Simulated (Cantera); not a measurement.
An adiabatic, constant-volume homogeneous reactor starts with CH4 : C2H6 : O2 : N2 : CO2 = 1 : 0.03 : 4.13 : 15.5 : 1.8 (molar parts), at 1675 K and 101000 Pa. Integrator tolerance rtol = 1e-08.

Cantera simulation using GRI-Mech 3.0 (53 species, 325 reactions); the numbers are that mechanism's predictions, not measurements.

Problem. What does this change do: initial temperature 1675 to 1500 K?

Solution. 
```csv
quantity,before,after
time of steepest temperature rise,0.116 ms,0.470 ms
temperature at 0.200 s,2556 K,2472 K
equilibrium temperature,2556 K,2472 K
x(CH4) at 0.200 s,<1e-12 (gas-phase equilibrium <1e-12),<1e-12 (gas-phase equilibrium <1e-12)
x(C2H6) at 0.200 s,<1e-12 (gas-phase equilibrium <1e-12),<1e-12 (gas-phase equilibrium <1e-12)
x(O2) at 0.200 s,0.0850 (gas-phase equilibrium 0.0850),0.0848 (gas-phase equilibrium 0.0848)
x(HCN) at 0.200 s,3.65e-11 (gas-phase equilibrium 3.65e-11),1.36e-11 (gas-phase equilibrium 1.36e-11)
x(NO) at 0.200 s,0.0149 (gas-phase equilibrium 0.0149),0.0129 (gas-phase equilibrium 0.0129)
```
